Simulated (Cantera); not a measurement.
An isothermal plug-flow reactor at 1075 K and 750 Torr (inlet), inlet velocity 0.25 m/s, active area per volume 550 1/m; feed CH4 : O2 : N2 = 0.0049 : 0.039 : 1.8 (molar parts).

Computed with Cantera and Deutschmann's 1995 Pt surface mechanism with GRI-Mech 3.0 gas chemistry. Catalytic surfaces can have several steady states; this one follows from the mechanism file's or the stated starting coverage. Mass transfer to the wall is taken as infinitely fast.

x: gas mole fraction; θ: surface coverage.

```tsv
z (m)	x CH4	x O2	x H2O	x CO2	x CO	θ free Pt	θ O*	θ OH*
0.00014	0.00240	0.0206	0.000511	0.000253	2.28e-6	0.383	0.617	0.000412
0.00025	0.00222	0.0203	0.000880	0.000438	2.11e-6	0.384	0.616	0.000526
0.00044	0.00193	0.0197	0.00145	0.000725	1.84e-6	0.385	0.614	0.000666
0.00079	0.00149	0.0188	0.00233	0.00116	1.43e-6	0.387	0.612	0.000836
0.0014	0.000938	0.0177	0.00343	0.00171	9.10e-7	0.390	0.609	0.00101
0.0025	___	0.0167	___	___	___	0.393	0.605	0.00115
0.0044	___	0.0160	0.00511	0.00255	___	0.395	0.603	0.00123
0.0079	5.79e-6	0.0159	0.00528	0.00264	7.05e-9	0.396	0.603	0.00125
0.014	4.77e-8	0.0159	0.00530	0.00264	1.00e-9	0.396	0.603	0.00125
```

Q: What belongs in the gaps?

A: 
- 0.0025, x CH4: 0.000402
- 0.0025, x H2O: 0.00450
- 0.0025, x CO2: 0.00224
- 0.0025, x CO: 3.94e-7
- 0.0044, x CH4: 9.09e-5
- 0.0044, x CO: 9.07e-8
